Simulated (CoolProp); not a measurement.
Saturation properties of toluene (Tc = 591.7 K, pc = 4126 kPa, ω = 0.266).

Computed with CoolProp (reference Helmholtz-energy equation of state, Lemmon 2006). It is a short technical equation, of lower accuracy than the large ones.

```csv
T (K),p (kPa),enthalpy of vaporisation (kJ/kg),vapour Z
412.7,215.8,340.8,0.9313
419.7,254.5,335.7,0.9230
426.8,298.9,330.3,0.9139
433.9,349.0,324.8,0.9041
440.9,404.5,319.2,0.8938
448,467.2,313.3,0.8826
455,536.1,307.4,0.8708
462.1,613.4,301.1,0.8581
```

It boils at 383.7 K under 1 atm.
